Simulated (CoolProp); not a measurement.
CH2F2 (R32) along the isotherm 270.3 K: Z from the reference equation and from simpler models built on Tc = 351.3 K, pc = 5783 kPa, ω = 0.277; each cubic takes its own stable root.

Model: reference Helmholtz-energy equation of state, Tillner-Roth 1997, in CoolProp.

```json
[
 {"p (kPa)": "2070", "phase": "liquid", "reference": "0.04479", "van der Waals": "0.08692", "Soave-Redlich-Kwong": "0.05776", "Peng-Robinson": "0.05096"},
 {"p (kPa)": "4130", "phase": "liquid", "reference": "0.08879", "van der Waals": "0.1694", "Soave-Redlich-Kwong": "0.1141", "Peng-Robinson": "0.1008"},
 {"p (kPa)": "6200", "phase": "liquid", "reference": "0.1325", "van der Waals": "0.2495", "Soave-Redlich-Kwong": "0.1699", "Peng-Robinson": "0.1502"},
 {"p (kPa)": "8260", "phase": "liquid", "reference": "0.1755", "van der Waals": "0.3272", "Soave-Redlich-Kwong": "0.2245", "Peng-Robinson": "0.1987"},
 {"p (kPa)": "10300", "phase": "liquid", "reference": "0.2176", "van der Waals": "0.4026", "Soave-Redlich-Kwong": "0.2778", "Peng-Robinson": "0.2461"},
 {"p (kPa)": "12400", "phase": "liquid", "reference": "0.2606", "van der Waals": "0.4788", "Soave-Redlich-Kwong": "0.3321", "Peng-Robinson": "0.2944"},
 {"p (kPa)": "14500", "phase": "liquid", "reference": "0.3032", "van der Waals": "0.5539", "Soave-Redlich-Kwong": "0.3858", "Peng-Robinson": "0.3422"},
 {"p (kPa)": "16500", "phase": "liquid", "reference": "0.3435", "van der Waals": "0.6244", "Soave-Redlich-Kwong": "0.4364", "Peng-Robinson": "0.3873"},
 {"p (kPa)": "18600", "phase": "liquid", "reference": "0.3854", "van der Waals": "0.6977", "Soave-Redlich-Kwong": "0.4890", "Peng-Robinson": "0.4343"},
 {"p (kPa)": "20700", "phase": "liquid", "reference": "0.4270", "van der Waals": "0.7702", "Soave-Redlich-Kwong": "0.5411", "Peng-Robinson": "0.4809"},
 {"p (kPa)": "22700", "phase": "liquid", "reference": "0.4664", "van der Waals": "0.8386", "Soave-Redlich-Kwong": "0.5904", "Peng-Robinson": "0.5250"},
 {"p (kPa)": "24800", "phase": "liquid", "reference": "0.5074", "van der Waals": "0.9098", "Soave-Redlich-Kwong": "0.6418", "Peng-Robinson": "0.5709"},
 {"p (kPa)": "26800", "phase": "liquid", "reference": "0.5463", "van der Waals": "0.9771", "Soave-Redlich-Kwong": "0.6903", "Peng-Robinson": "0.6144"},
 {"p (kPa)": "28900", "phase": "liquid", "reference": "0.5868", "van der Waals": "1.047", "Soave-Redlich-Kwong": "0.7410", "Peng-Robinson": "0.6597"}
]
```
